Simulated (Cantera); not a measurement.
Mixture: CH₄ : CO : O₂ : N₂ = 1 : 0.097 : 4.27 : 16 (molar parts), at 1130 Torr, adiabatic and at constant volume. Ignition delay is the time to a rise of 400 K.

Cantera simulation using GRI-Mech 3.0 (53 species, 325 reactions); the numbers are that mechanism's predictions, not measurements.

### Question
Predict: delay at 1073 K; delay at 1173 K; delay at 1273 K; delay at 1373 K; apparent activation energy between 1323 and 1423 K.

### Answer
- delay at 1073 K: 0.152 s
- delay at 1173 K: 32.1 ms
- delay at 1273 K: 8.02 ms
- delay at 1373 K: 2.36 ms
- apparent activation energy between 1323 and 1423 K: 180 kJ/mol
